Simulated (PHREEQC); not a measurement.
# Brine

Make-up at 25 °C: 4.2 mol/kgw NaCl and 0.058 mol/kgw MgSO4. Closed to the air; pH follows from the charge balance.

Equilibrium calculation in PHREEQC: Pitzer model, pitzer.dat.

No solid was allowed to form.

Question: Predict the activity of water.

Answer: activity of water 0.840.
